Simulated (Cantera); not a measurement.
A closed system holds: 1 mol CH3SiCl3, 0.02 mol CH4, 320 mol H2, at 1002 °C and 9700 Pa.

Equilibrium computed with Cantera from the NASA thermochemical tables; the gas is ideal and each condensed phase is pure. Candidate condensed phases: C, C6H6, C7H8, C8H18, Si, SiC; 109 gas species. The feed counts by its element totals alone. Rates play no part.

What is the equilibrium state?


| Item | Value |
|---|---|
| x(H2) | 0.991 |
| x(HCl) | 0.00927 |
| x(CH4) | 7.02e-5 |
| x(SiCl2) | 7.33e-6 |
| x(H) | 2.36e-6 |
| n(SiC(s)) | 0.997 mol |
| gas amount | 323.0 mol |
| log10 activity of C(graphite) (absent) | -1.10 |
| log10 activity of Si(s) (absent) | -1.49 |
